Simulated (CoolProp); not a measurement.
500 sccm (0 °C, 1 atm) of nitrogen bubbles through liquid water at 326.4 K and leaves saturated at a total pressure of 0.15 MPa (ideal gas phase). Each further row changes one setting.

Values from CoolProp's reference Helmholtz-energy equation of state, Wagner 2002.

| case | vapour pressure (kPa) | mole fraction of vapour | delivery (mg/min) | delivery (sccm) | change of delivery for a bath 1 K warmer (%) |
|---|---|---|---|---|---|
| as stated | 14.5 | 0.0966 | 43.0 | 53.5 | 5.5 |
| bath temperature 331.4 K | 18.4 | 0.123 | 56.1 | 69.8 | 5.5 |
| total pressure 0.3 MPa | 14.5 | 0.0483 | 20.4 | 25.4 | 5.2 |
